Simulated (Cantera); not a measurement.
## Reactions in the system Cr-H-N-O

Standard-state values (1 bar) from the NASA 1993 polynomials, evaluated with Cantera. Values are per mole of reaction as written; species without (g) are pure solids or liquids, kept so even where they would boil at 1 bar.

H₂O₂(g) + 4 Cr₂N → 8 Cr + 2 H(g) + 2 N₂O(g)

```tsv
T (K)	ΔH° (kJ)	ΔS° (J/K)	ΔG° (kJ)	log10 K
573	1235.2	358.7	1029.6	-93.86
673	1233.9	356.7	993.9	-77.14
773	1232.5	354.7	958.3	-64.75
873	1230.9	352.8	922.9	-55.22
973	1229.1	350.8	887.7	-47.66
1073	1227.4	349.2	852.7	-41.51
1173	1225.9	347.8	817.9	-36.42
1273	1224.7	346.9	783.2	-32.13
1373	1224.0	346.3	748.5	-28.48
1473	1223.8	346.2	713.9	-25.32
1573	1224.2	346.5	679.3	-22.56
```
